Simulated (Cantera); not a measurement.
**Low-pressure radical oxidation in H2/O2**

An isothermal, constant-pressure homogeneous reactor starts with 1.28 % H2, 98.7 % O2, equivalence ratio 0.0065, at 1150 K and 26.3 Torr.

Computed with Cantera and the H2/O2 subset of GRI-Mech 3.0, which has no nitrogen chemistry. Radical loss at walls, strong at low pressure, is not modelled.

```
t (s)        x H2   x O2     x H2O     x HO2    x H2O2
--------  -------  -----  --------  --------  --------
7.00e-5    0.0128  0.987  1.47e-10  8.02e-10    <1e-12
0.000146   0.0128  0.987  8.96e-10   1.68e-9    <1e-12
0.000305   0.0128  0.987   5.81e-9   3.56e-9    <1e-12
0.000637   0.0128  0.987   5.95e-8   7.94e-9  4.12e-12
0.00133    0.0128  0.987   2.69e-6   4.46e-8  2.66e-11
0.00277   0.00875  0.984   0.00317   5.02e-6   1.71e-7
0.00579   9.46e-5  0.978    0.0120   3.61e-6   7.66e-8
0.0121    4.77e-5  0.981    0.0123   2.93e-6   6.30e-8
0.0252    2.66e-5  0.983    0.0125   2.24e-6   5.95e-8
0.0527    1.12e-5  0.985    0.0127   1.45e-6   5.17e-8
0.110     3.65e-6  0.987    0.0128   7.75e-7   3.88e-8
0.230     1.03e-6  0.987    0.0129   3.47e-7   2.38e-8
0.479     2.84e-7  0.987    0.0129   1.36e-7   1.19e-8
1.00      8.16e-8  0.987    0.0129   5.01e-8   5.11e-9
```
x: mole fraction; the columns are a selection and need not sum to one.

Equilibrium at this temperature and pressure: H2 3.00e-10, O2 0.987, H2O 0.0129, HO2 3.73e-9, H2O2 3.61e-11 (gas phase only).
